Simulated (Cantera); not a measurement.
What does this Cantera script print?

```python
import numpy as np
import cantera as ct

gas = ct.Solution("gri30.yaml")
gas.TPX = 1525, 530000, {'CH4': 1, 'O2': 1.67, 'N2': 6.27, 'CO2': 0.51, 'H2': 0.45}
reactor = ct.IdealGasReactor(gas, energy="on", clone=False)
net = ct.ReactorNet([reactor])
net.rtol, net.atol = 1e-08, 1e-16
show = ['CH4', 'O2', 'CO2', 'C2H', 'NO', 'CH3', 'C2H4']
times = np.geomspace(3e-06, 3, 15)

steps = ct.SolutionArray(gas, extra=["t"])
rows = []
print(f"{'t/s':>10s}{'T/K':>9s}{'P/Pa':>11s}" + "".join(f"{s:>11s}" for s in show))
for t in times:
    while net.time < t:
        t_next = net.step()
        steps.append(gas.state, t=t_next)
    rows.append([np.interp(t, steps.t, y) for y in (steps.T, steps.P, *steps(*show).X.T)])
    print(f"{t:10.3e}{rows[-1][0]:9.1f}{rows[-1][1]:11.4g}" + "".join(f"{x:11.3e}" for x in rows[-1][2:]))
rate = np.gradient(steps.T, steps.t)
print("integrator steps:", len(steps.t))
if steps.T.max() > steps.T[0] + 200:
    print(f"time of steepest temperature rise: {steps.t[rate.argmax()]:.4e} s")
gas.TPX = 1525, 530000, {'CH4': 1, 'O2': 1.67, 'N2': 6.27, 'CO2': 0.51, 'H2': 0.45}
gas.equilibrate("UV")
print(f"equilibrium (UV): T = {gas.T:.1f} K  " + "  ".join(f"{s} {gas[s].X[0]:.3e}" for s in show))
```

Output:

```
       t/s      T/K       P/Pa        CH4         O2        CO2        C2H         NO        CH3       C2H4
 3.000e-06   1525.0    5.3e+05  1.010e-01  1.687e-01  5.152e-02  2.652e-22  7.281e-15  6.806e-06  4.934e-10
 8.048e-06   1525.0    5.3e+05  1.010e-01  1.687e-01  5.151e-02  2.854e-19  7.301e-14  3.795e-05  3.626e-08
 2.159e-05   1527.8  5.309e+05  1.002e-01  1.682e-01  5.152e-02  1.084e-14  4.134e-12  4.054e-04  1.255e-05
 5.792e-05   1634.4  5.685e+05  8.515e-02  1.563e-01  5.149e-02  3.930e-10  3.840e-10  1.306e-03  1.546e-03
 1.554e-04   3008.1  1.104e+06  1.718e-12  4.614e-03  5.727e-02  2.866e-16  4.149e-03  6.817e-12  4.413e-19
 4.168e-04   3001.3  1.102e+06  1.813e-12  4.303e-03  5.686e-02  2.876e-16  5.947e-03  7.023e-12  4.715e-19
 1.118e-03   3001.2  1.102e+06  1.815e-12  4.299e-03  5.686e-02  2.876e-16  5.973e-03  7.026e-12  4.719e-19
 3.000e-03   3001.2  1.102e+06  1.815e-12  4.299e-03  5.686e-02  2.876e-16  5.973e-03  7.026e-12  4.719e-19
 8.048e-03   3001.2  1.102e+06  1.815e-12  4.299e-03  5.686e-02  2.876e-16  5.973e-03  7.026e-12  4.719e-19
 2.159e-02   3001.2  1.102e+06  1.815e-12  4.299e-03  5.686e-02  2.876e-16  5.973e-03  7.026e-12  4.719e-19
 5.792e-02   3001.2  1.102e+06  1.815e-12  4.299e-03  5.686e-02  2.876e-16  5.973e-03  7.026e-12  4.719e-19
 1.554e-01   3001.2  1.102e+06  1.815e-12  4.299e-03  5.686e-02  2.876e-16  5.973e-03  7.026e-12  4.719e-19
 4.168e-01   3001.2  1.102e+06  1.815e-12  4.299e-03  5.686e-02  2.876e-16  5.973e-03  7.026e-12  4.719e-19
 1.118e+00   3001.2  1.102e+06  1.815e-12  4.299e-03  5.686e-02  2.876e-16  5.973e-03  7.026e-12  4.719e-19
 3.000e+00   3001.2  1.102e+06  1.815e-12  4.299e-03  5.686e-02  2.876e-16  5.973e-03  7.026e-12  4.719e-19
integrator steps: 1816
time of steepest temperature rise: 7.1256e-05 s
equilibrium (UV): T = 3001.2 K  CH4 2.176e-12  O2 4.299e-03  CO2 5.686e-02  C2H 3.055e-16  NO 5.973e-03  CH3 8.427e-12  C2H4 5.053e-19
```

Model: GRI-Mech 3.0 (53 species, 325 reactions), integrated in Cantera. Above 3000 K some thermodynamic fits are extrapolated.
